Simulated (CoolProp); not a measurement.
Properties of n-perfluorohexane along the isotherm 176.85 °C (Tc = 174.9 °C, pc = 1742 kPa, ω = 0.497).

Computed with CoolProp (reference Helmholtz-energy equation of state, Gao 2022).

```json
[
 {"p (kPa)": "27.5", "phase": "gas", "cp (kJ/(kg K))": "[?]", "cv (kJ/(kg K))": "[?]", "speed of sound (m/s)": "[?]", "fugacity coefficient": "0.9946"},
 {"p (kPa)": "62.7", "phase": "gas", "cp (kJ/(kg K))": "[?]", "cv (kJ/(kg K))": "0.9833", "speed of sound (m/s)": "105.3", "fugacity coefficient": "0.9876"},
 {"p (kPa)": "143", "phase": "gas", "cp (kJ/(kg K))": "1.013", "cv (kJ/(kg K))": "0.9845", "speed of sound (m/s)": "103.6", "fugacity coefficient": "0.9718"},
 {"p (kPa)": "325", "phase": "gas", "cp (kJ/(kg K))": "[?]", "cv (kJ/(kg K))": "0.9874", "speed of sound (m/s)": "99.64", "fugacity coefficient": "0.9362"},
 {"p (kPa)": "739", "phase": "gas", "cp (kJ/(kg K))": "1.055", "cv (kJ/(kg K))": "0.9957", "speed of sound (m/s)": "89.22", "fugacity coefficient": "0.8563"},
 {"p (kPa)": "1680", "phase": "gas", "cp (kJ/(kg K))": "1.872", "cv (kJ/(kg K))": "[?]", "speed of sound (m/s)": "48.99", "fugacity coefficient": "[?]"},
 {"p (kPa)": "3830", "phase": "supercritical", "cp (kJ/(kg K))": "1.302", "cv (kJ/(kg K))": "1.034", "speed of sound (m/s)": "154.0", "fugacity coefficient": "0.3632"},
 {"p (kPa)": "8710", "phase": "supercritical", "cp (kJ/(kg K))": "1.208", "cv (kJ/(kg K))": "1.023", "speed of sound (m/s)": "253.7", "fugacity coefficient": "[?]"}
]
```

What belongs in the gaps?


- 27.5, cp (kJ/(kg K)): 1.008
- 27.5, cv (kJ/(kg K)): 0.9828
- 27.5, speed of sound (m/s): 106.0
- 62.7, cp (kJ/(kg K)): 1.010
- 325, cp (kJ/(kg K)): 1.022
- 1680, cv (kJ/(kg K)): 1.044
- 1680, fugacity coefficient: 0.6720
- 8710, fugacity coefficient: 0.2303
